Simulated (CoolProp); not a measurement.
Vapour-liquid equilibrium of R114 (1) + R113 (2) at 109.55 °C; x and y are mole fractions of (1).

Model: multi-fluid Helmholtz-energy mixture model, Platzer 1990 and Marx 1992; pair parameters Bell 2016, in CoolProp. This equation is an older, rougher fit; its heat capacities, sound speeds and derivatives of the liquid may be far off and weren't checked against measurements.

```json
[
 {"x": "0.05", "bubble pressure (MPa)": "(withheld)", "y at the bubble point": "0.118", "dew pressure at overall composition x (MPa)": "(withheld)", "liquid density (mol/L)": "7.145"},
 {"x": "0.2", "bubble pressure (MPa)": "0.7511", "y at the bubble point": "0.385", "dew pressure at overall composition x (MPa)": "0.6348", "liquid density (mol/L)": "7.112"},
 {"x": "0.35", "bubble pressure (MPa)": "(withheld)", "y at the bubble point": "0.568", "dew pressure at overall composition x (MPa)": "(withheld)", "liquid density (mol/L)": "7.064"},
 {"x": "0.5", "bubble pressure (MPa)": "(withheld)", "y at the bubble point": "0.703", "dew pressure at overall composition x (MPa)": "(withheld)", "liquid density (mol/L)": "6.997"},
 {"x": "0.65", "bubble pressure (MPa)": "1.259", "y at the bubble point": "0.808", "dew pressure at overall composition x (MPa)": "(withheld)", "liquid density (mol/L)": "6.907"},
 {"x": "0.8", "bubble pressure (MPa)": "1.443", "y at the bubble point": "0.896", "dew pressure at overall composition x (MPa)": "1.244", "liquid density (mol/L)": "6.784"},
 {"x": "0.95", "bubble pressure (MPa)": "1.641", "y at the bubble point": "0.975", "dew pressure at overall composition x (MPa)": "1.576", "liquid density (mol/L)": "6.615"}
]
```

Task: Fill in the missing entries.

Result: 
- 0.05, bubble pressure (MPa): 0.5939
- 0.05, dew pressure at overall composition x (MPa): 0.5636
- 0.35, bubble pressure (MPa): 0.9147
- 0.35, dew pressure at overall composition x (MPa): 0.7260
- 0.5, bubble pressure (MPa): 1.084
- 0.5, dew pressure at overall composition x (MPa): 0.8465
- 0.65, dew pressure at overall composition x (MPa): 1.011

No azeotrope shows between x = 0.05 and 0.95.

The pair parameters rest on a limited set of measurements; away from them the model extrapolates.
